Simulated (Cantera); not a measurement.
Input: 1 mol CH3F, 1.6 mol H2, held at 2600 K and 4.40 mbar.

These are equilibrium values from Cantera (NASA tables, ideal gas, pure condensed phases), not measurements of a reactor. Candidate condensed phases: C, C6H6, C7H8, C8H18; 95 gas species. Rates play no part.

Base state: H2 0.400, H 0.366, HF 0.226, C2H2 (acetylene) 0.00648, F 0.000555, C2H 0.000522, C3 0.000503, C 0.000142 (mole fractions); condensed: C(graphite).

Task: What changes in the equilibrium state with this change: temperature from 2600 K to 3100 K?

Result: 
```csv
species,before,after
H,0.366,0.725
HF,0.226,0.141
H2,0.400,0.0511
C,0.000142,0.0166
C3,0.000503,0.0377
F,0.000555,0.0148
C4,4.60e-7,9.67e-5
C2,4.73e-5,0.00680
"C(graphite), mol",0.929,0
```
